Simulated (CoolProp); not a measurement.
Vapour-liquid equilibrium of R143a (1) + isobutene (2) at 10.2 bar; x and y are mole fractions of (1).

Values from CoolProp's multi-fluid Helmholtz-energy mixture model, Lemmon and Jacobsen 2000 and Lemmon 2005; pair parameters Bell 2016.

```csv
x,bubble temperature (K),y at the bubble point,dew temperature at overall composition x (K),liquid density (mol/L)
0.05,[?],0.192,342.4,9.555
0.15,322.3,0.436,337.7,[?]
0.25,313.9,0.573,332.6,10.12
0.35,308.1,0.660,327.3,10.30
0.45,303.9,0.723,321.5,10.45
0.55,300.6,[?],315.4,10.59
0.65,297.8,0.820,308.8,10.75
0.75,295.4,0.867,[?],10.92
0.85,[?],0.915,296.2,11.11
0.95,291.1,0.970,291.8,11.33
```

**Question.** Some entries are withheld; supply them.

**Answer.** 
- 0.05, bubble temperature (K): 335.6
- 0.15, liquid density (mol/L): 9.892
- 0.55, y at the bubble point: 0.774
- 0.75, dew temperature at overall composition x (K): 302.1
- 0.85, bubble temperature (K): 293.2

No azeotrope shows between x = 0.05 and 0.95.

Pair parameters are fitted to limited data, so mixtures are less certain than the pure fluids.
